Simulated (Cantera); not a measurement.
A perfectly stirred reactor is fed with H₂ : O₂ : N₂ : H₂O = 1 : 0.3 : 4.55 : 1.5 (molar parts), at 5.00 bar; it is adiabatic with a 800 K inlet, and is followed from long to short residence time, starting on the burning branch (τ in s: 0.44, 0.19, 0.085, 0.037, 0.016, 0.0071, 0.0031, 0.0014, 0.00059, 0.00026, 0.00011, 4.9e-05, 2.2e-05).

Computed with Cantera and the H2/O2 subset of GRI-Mech 3.0, which has no nitrogen chemistry. The hydrogen kinetics of GRI-Mech 3.0 are dated; newer H2 mechanisms differ, most at raised pressure.

Task: Predict: blow-out, bracketed by the residence times tried; x(H₂) at τ = 0.440 s; x(O₂) at τ = 0.440 s; x(H₂O) at τ = 0.440 s; x(H) at τ = 0.440 s; x(O) at τ = 0.440 s; x(H₂) at τ = 3.10 ms; x(O₂) at τ = 3.10 ms; x(H₂O) at τ = 3.10 ms; x(H) at τ = 3.10 ms; x(O) at τ = 3.10 ms.

Result: 
```json
{
  "blow_out_bracketed_by_the_residence_times_tried": "burning at 0.260 ms, out at 0.110 ms",
  "x(H₂) at τ = 0.440 s": "0.0568",
  "x(O₂) at τ = 0.440 s": "4.44e-5",
  "x(H₂O) at τ = 0.440 s": "0.298",
  "x(H) at τ = 0.440 s": "5.68e-5",
  "x(O) at τ = 0.440 s": "1.83e-8",
  "x(H₂) at τ = 3.10 ms": "0.0577",
  "x(O₂) at τ = 3.10 ms": "0.000647",
  "x(H₂O) at τ = 3.10 ms": "0.296",
  "x(H) at τ = 3.10 ms": "0.000541",
  "x(O) at τ = 3.10 ms": "2.26e-6"
}
```
